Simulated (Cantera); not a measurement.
Input (Python, Cantera):

```python
import numpy as np
import cantera as ct

gas = ct.Solution("gri30.yaml")
gas.TPX = 1400, 1333, {'H2': 0.066, 'O2': 1}
reactor = ct.IdealGasConstPressureReactor(gas, energy="off", clone=False)
net = ct.ReactorNet([reactor])
net.rtol, net.atol = 1e-08, 1e-18
show = ['H2', 'O2', 'H2O2', 'O', 'HO2', 'H2O']
times = np.geomspace(0.0004, 100, 10)

steps = ct.SolutionArray(gas, extra=["t"])
rows = []
print(f"{'t/s':>10s}{'T/K':>9s}{'P/Pa':>11s}" + "".join(f"{s:>11s}" for s in show))
for t in times:
    while net.time < t:
        t_next = net.step()
        steps.append(gas.state, t=t_next)
    rows.append([np.interp(t, steps.t, y) for y in (steps.T, steps.P, *steps(*show).X.T)])
    print(f"{t:10.3e}{rows[-1][0]:9.1f}{rows[-1][1]:11.4g}" + "".join(f"{x:11.3e}" for x in rows[-1][2:]))
rate = np.gradient(steps.T, steps.t)
print("integrator steps:", len(steps.t))
if steps.T.max() > steps.T[0] + 200:
    print(f"time of steepest temperature rise: {steps.t[rate.argmax()]:.4e} s")
gas.TPX = 1400, 1333, {'H2': 0.066, 'O2': 1}
gas.equilibrate("TP")
print(f"equilibrium (TP): T = {gas.T:.1f} K  " + "  ".join(f"{s} {gas[s].X[0]:.3e}" for s in show))
```

Result:

```
       t/s      T/K       P/Pa         H2         O2       H2O2          O        HO2        H2O
 4.000e-04   1400.0       1333  6.188e-02  9.381e-01  2.207e-09  1.556e-05  5.524e-07  2.245e-05
 1.592e-03   1400.0       1333  1.590e-03  8.874e-01  7.292e-08  4.242e-02  2.354e-06  5.208e-02
 6.333e-03   1400.0       1333  1.179e-03  8.900e-01  6.465e-08  4.063e-02  2.250e-06  5.366e-02
 2.520e-02   1400.0       1333  9.209e-04  9.011e-01  6.227e-08  3.079e-02  2.100e-06  5.603e-02
 1.003e-01   1400.0       1333  3.915e-04  9.215e-01  4.896e-08  1.245e-02  1.511e-06  6.028e-02
 3.989e-01   1400.0       1333  5.926e-05  9.335e-01  2.159e-08  1.831e-03  5.117e-07  6.291e-02
 1.587e+00   1400.0       1333  5.765e-06  9.357e-01  5.730e-09  1.769e-04  9.738e-08  6.362e-02
 6.316e+00   1400.0       1333  7.419e-07  9.360e-01  1.443e-09  2.276e-05  5.577e-08  6.380e-02
 2.513e+01   1400.0       1333  2.685e-07  9.360e-01  8.085e-10  8.244e-06  7.436e-08  6.384e-02
 1.000e+02   1400.0       1333  2.599e-07  9.360e-01  7.974e-10  7.981e-06  7.527e-08  6.384e-02
integrator steps: 1565
equilibrium (TP): T = 1400.0 K  H2 2.599e-07  O2 9.360e-01  H2O2 7.974e-10  O 7.981e-06  HO2 7.527e-08  H2O 6.384e-02
```

Computed with Cantera and GRI-Mech 3.0 (53 species, 325 reactions). Radical loss at walls, strong at low pressure, is not modelled. The temperature is held fixed by assumption; the heat of reaction is taken as removed at once.
